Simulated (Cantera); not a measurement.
Cantera run:

```python
import numpy as np
import cantera as ct

gas_names = """
    Electron F F+ F- FO FO2 F2 F2O H H+ H- HF HOF HO2 H2 H2+ H2- H2F2 H2O H2O+ H2O2 H3F3 H3O+ H4F4 H5F5
    H6F6 H7F7 O O+ O- OH OH+ OH- O2 O2+ O2- O3
""".split()
cond_names = """
    H2O(s) H2O(L)
""".split()


# ... load() reads the species with a 1 bar reference pressure and builds the phases ...
atoms = {
    'HF': {'H': 1, 'F': 1},
    'H2O': {'H': 2, 'O': 1},
}
top_T = {}  # K; cautious upper limits of use, not melting points


# ... equilibrate(T, P, feed) seeds the gas with the atoms and calls Mixture.equilibrate('TP', solver="vcs", rtol=1e-11, max_steps=5000) ...
results = []
feed = {'HF': 1, 'H2O': 0.038}  # mol
P = 1000  # Pa
for T in [2500, 2750, 3000, 3250, 3500, 3750, 4000, 4250, 4500, 4750, 5000]:
    mix = equilibrate(T, P, feed)
    results.append((T, P, feed, dict(zip(mix.species_names, mix.species_moles))))
    x = sorted(zip(gas.X, gas.species_names), reverse=True)
    print(f"T = {T:g} K  P = {P:g} Pa  gas = {mix.phase_moles(0):.4g} mol")
    print("   x: " + "  ".join(f"{s} {v:.3e}" for v, s in x if v > 1e-05))
    print("   condensed (mol): " + ("  ".join(f"{mix.phase(i).name} {mix.phase_moles(i):.4g}"
          for i in range(1, mix.n_phases) if mix.phase_moles(i) > 1e-12) or "none"))
```

Output:

```
T = 2500 K  P = 1000 Pa  gas = 1.072 mol
   x: HF 9.279e-01  H 2.574e-02  H2O 1.153e-02  H2 1.048e-02  O 9.480e-03  OH 5.868e-03  F 4.761e-03  O2 4.280e-03
   condensed (mol): none
T = 2750 K  P = 1000 Pa  gas = 1.117 mol
   x: HF 8.712e-01  H 6.447e-02  F 2.388e-02  O 2.192e-02  H2 8.883e-03  OH 4.773e-03  H2O 2.449e-03  O2 2.433e-03
   condensed (mol): none
T = 3000 K  P = 1000 Pa  gas = 1.205 mol
   x: HF 7.430e-01  H 1.324e-01  F 8.659e-02  O 2.757e-02  H2 7.033e-03  OH 2.390e-03  O2 5.928e-04  H2O 3.821e-04
   condensed (mol): none
T = 3250 K  P = 1000 Pa  gas = 1.387 mol
   x: HF 5.171e-01  H 2.458e-01  F 2.039e-01  O 2.608e-02  H2 5.864e-03  OH 1.043e-03  O2 1.088e-04  H2O 6.276e-05
   condensed (mol): none
T = 3500 K  P = 1000 Pa  gas = 1.665 mol
   x: H 3.724e-01  F 3.352e-01  HF 2.656e-01  O 2.237e-02  H2 3.978e-03  OH 4.100e-04  O2 2.058e-05
   condensed (mol): none
T = 3750 K  P = 1000 Pa  gas = 1.912 mol
   x: H 4.552e-01  F 4.197e-01  HF 1.032e-01  O 1.970e-02  H2 2.062e-03  OH 1.562e-04
   condensed (mol): none
T = 4000 K  P = 1000 Pa  gas = 2.038 mol
   x: H 4.898e-01  F 4.545e-01  HF 3.617e-02  O 1.858e-02  H2 9.442e-04  OH 6.374e-05
   condensed (mol): none
T = 4250 K  P = 1000 Pa  gas = 2.086 mol
   x: H 5.019e-01  F 4.663e-01  O 1.819e-02  HF 1.315e-02  H2 4.368e-04  OH 2.859e-05
   condensed (mol): none
T = 4500 K  P = 1000 Pa  gas = 2.103 mol
   x: H 5.061e-01  F 4.704e-01  O 1.806e-02  HF 5.196e-03  H2 2.142e-04  OH 1.397e-05
   condensed (mol): none
T = 4750 K  P = 1000 Pa  gas = 2.109 mol
   x: H 5.077e-01  F 4.719e-01  O 1.801e-02  HF 2.241e-03  H2 1.122e-04  Electron 1.003e-05
   condensed (mol): none
T = 5000 K  P = 1000 Pa  gas = 2.112 mol
   x: H 5.083e-01  F 4.725e-01  O 1.799e-02  HF 1.047e-03  H2 6.247e-05  Electron 2.456e-05  H+ 2.386e-05
   condensed (mol): none
```

Cantera equilibrium calculation (NASA polynomials, part measured and part estimated; ideal gas, pure solids and liquids).
